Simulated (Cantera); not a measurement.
**Adiabatic ignition**

An adiabatic, constant-pressure homogeneous reactor starts with CH₄ : CO : O₂ : N₂ : H₂ = 1 : 0.28 : 1.78 : 6.71 : 0.084 (molar parts), equivalence ratio 1.2, at 1650 K and 2180 Torr.

Cantera simulation using GRI-Mech 3.0 (53 species, 325 reactions); the numbers are that mechanism's predictions, not measurements.

```
t (s)     T (K)   x CH₄    x CO     x O₂   x CH₂CO     x CH₃
--------  -----  ------  ------  -------  --------  --------
2.00e-6    1650   0.101  0.0284    0.181  6.29e-11   1.01e-5
4.85e-6    1650   0.101  0.0284    0.181  4.28e-10   2.89e-5
1.18e-5    1650   0.101  0.0284    0.181   3.28e-9   9.33e-5
2.85e-5    1651   0.101  0.0284    0.180   5.04e-8  0.000348
6.91e-5    1669  0.0956  0.0290    0.177   8.73e-6   0.00110
0.000168   2887  <1e-12  0.0739  0.00974    <1e-12    <1e-12
0.000406   2903  <1e-12  0.0738  0.00827    <1e-12    <1e-12
0.000985   2897  <1e-12  0.0742  0.00769    <1e-12    <1e-12
0.00239    2896  <1e-12  0.0742  0.00763    <1e-12    <1e-12
0.00579    2896  <1e-12  0.0742  0.00763    <1e-12    <1e-12
0.0140     2896  <1e-12  0.0742  0.00763    <1e-12    <1e-12
0.0340     2896  <1e-12  0.0742  0.00763    <1e-12    <1e-12
0.0825     2896  <1e-12  0.0742  0.00763    <1e-12    <1e-12
0.200      2896  <1e-12  0.0742  0.00763    <1e-12    <1e-12
```
x: mole fraction; the columns are a selection and need not sum to one.

| Property | Result |
|---|---|
| time of steepest temperature rise | 0.113 ms |
| temperature at 0.200 s | 2896 K |
| equilibrium temperature | 2896 K |
| x(CH₄) at 0.200 s | <1e-12 (gas-phase equilibrium <1e-12) |
| x(CO) at 0.200 s | 0.0742 (gas-phase equilibrium 0.0742) |
| x(O₂) at 0.200 s | 0.00763 (gas-phase equilibrium 0.00763) |
